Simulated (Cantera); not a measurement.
Carbothermic reduction: Cu₂O + CO + N₂

Feed: 1 mol Cu₂O, 6.9 mol CO, 3.2 mol N₂, held at 40.0 mbar.

These are equilibrium values from Cantera (NASA tables, ideal gas, pure condensed phases), not measurements of a reactor. Candidate condensed phases: C, Cu, CuO, Cu₂O; 27 gas species. Rates play no part.

From 1073 K to 1348 K the condensed part is Cu(s). At 1373 K the condensed part is Cu(l).

```json
[
 {"T (K)": "1073", "log p CO": "-1.63", "log p N₂": "-1.90", "log p CO₂": "-2.40", "log p Cu": "-9.62", "log p Cu₂": "<-13", "n Cu(s)": "2.00", "n Cu(l)": "0"},
 {"T (K)": "1098", "log p CO": "-1.63", "log p N₂": "-1.90", "log p CO₂": "-2.40", "log p Cu": "-9.25", "log p Cu₂": "<-13", "n Cu(s)": "2.00", "n Cu(l)": "0"},
 {"T (K)": "1123", "log p CO": "-1.63", "log p N₂": "-1.90", "log p CO₂": "-2.40", "log p Cu": "-8.90", "log p Cu₂": "<-13", "n Cu(s)": "2.00", "n Cu(l)": "0"},
 {"T (K)": "1148", "log p CO": "-1.63", "log p N₂": "-1.90", "log p CO₂": "-2.40", "log p Cu": "-8.57", "log p Cu₂": "-13.39", "n Cu(s)": "2.00", "n Cu(l)": "0"},
 {"T (K)": "1173", "log p CO": "-1.63", "log p N₂": "-1.90", "log p CO₂": "-2.40", "log p Cu": "-8.24", "log p Cu₂": "-12.93", "n Cu(s)": "2.00", "n Cu(l)": "0"},
 {"T (K)": "1198", "log p CO": "-1.63", "log p N₂": "-1.90", "log p CO₂": "-2.40", "log p Cu": "-7.93", "log p Cu₂": "-12.49", "n Cu(s)": "2.00", "n Cu(l)": "0"},
 {"T (K)": "1223", "log p CO": "-1.63", "log p N₂": "-1.90", "log p CO₂": "-2.40", "log p Cu": "-7.64", "log p Cu₂": "-12.07", "n Cu(s)": "2.00", "n Cu(l)": "0"},
 {"T (K)": "1248", "log p CO": "-1.63", "log p N₂": "-1.90", "log p CO₂": "-2.40", "log p Cu": "-7.36", "log p Cu₂": "-11.67", "n Cu(s)": "2.00", "n Cu(l)": "0"},
 {"T (K)": "1273", "log p CO": "-1.63", "log p N₂": "-1.90", "log p CO₂": "-2.40", "log p Cu": "-7.08", "log p Cu₂": "-11.29", "n Cu(s)": "2.00", "n Cu(l)": "0"},
 {"T (K)": "1298", "log p CO": "-1.63", "log p N₂": "-1.90", "log p CO₂": "-2.40", "log p Cu": "-6.82", "log p Cu₂": "-10.92", "n Cu(s)": "2.00", "n Cu(l)": "0"},
 {"T (K)": "1323", "log p CO": "-1.63", "log p N₂": "-1.90", "log p CO₂": "-2.40", "log p Cu": "-6.57", "log p Cu₂": "-10.56", "n Cu(s)": "2.00", "n Cu(l)": "0"},
 {"T (K)": "1348", "log p CO": "-1.63", "log p N₂": "-1.90", "log p CO₂": "-2.40", "log p Cu": "-6.33", "log p Cu₂": "-10.22", "n Cu(s)": "2.00", "n Cu(l)": "0"},
 {"T (K)": "1373", "log p CO": "-1.63", "log p N₂": "-1.90", "log p CO₂": "-2.40", "log p Cu": "-6.10", "log p Cu₂": "-9.90", "n Cu(s)": "0", "n Cu(l)": "2.00"}
]
```
log p: log10 of the partial pressure in bar; n: condensed amount in mol.
